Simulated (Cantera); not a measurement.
An isothermal, constant-pressure homogeneous reactor starts with CO : O₂ : H₂O : N₂ = 0.0053 : 0.0028 : 0.0015 : 1 (molar parts), at 1023 K and 0.132 atm.

Cantera simulation using GRI-Mech 3.0 (53 species, 325 reactions); the numbers are that mechanism's predictions, not measurements.

x: mole fraction; the columns are a selection and need not sum to one.

```tsv
t (s)	x CO	x O₂	x H₂O	x CO₂	x OH
0.000400	0.00525	0.00277	0.00149	1.40e-12	<1e-12
0.00126	0.00525	0.00277	0.00149	4.46e-12	<1e-12
0.00400	0.00525	0.00277	0.00149	1.45e-11	<1e-12
0.0126	0.00525	0.00277	0.00149	5.28e-11	<1e-12
0.0400	0.00525	0.00277	0.00149	3.36e-10	7.57e-12
0.126	0.00525	0.00277	0.00149	2.04e-8	4.70e-10
0.400	0.00439	[?]	0.00138	0.000859	8.72e-6
1.26	0.000293	[?]	0.00140	0.00497	7.01e-6
4.00	4.54e-5	[?]	0.00147	0.00522	2.42e-6
```

What belongs in the gaps?


- 0.400, x O₂: 0.00231
- 1.26, x O₂: 0.000328
- 4.00, x O₂: 0.000177
